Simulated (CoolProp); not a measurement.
Vapour-liquid equilibrium of R143a (1) + R152A (2) at 4.98 bar; x and y are mole fractions of (1).

Computed with CoolProp (multi-fluid Helmholtz-energy mixture model, Lemmon and Jacobsen 2000 and Outcalt 1996; pair parameters Bell 2016).

Question: Give the bubble temperature and the first vapour's composition at x = 0.05, 0.55, 0.95. Is there an azeotrope?

Answer: x = 0.05: 289.9 K, y = 0.107; x = 0.55: 274.5 K, y = 0.712; x = 0.95: 267.1 K, y = 0.972. No azeotrope shows between x = 0.05 and 0.95.

The pair parameters rest on a limited set of measurements; away from them the model extrapolates.
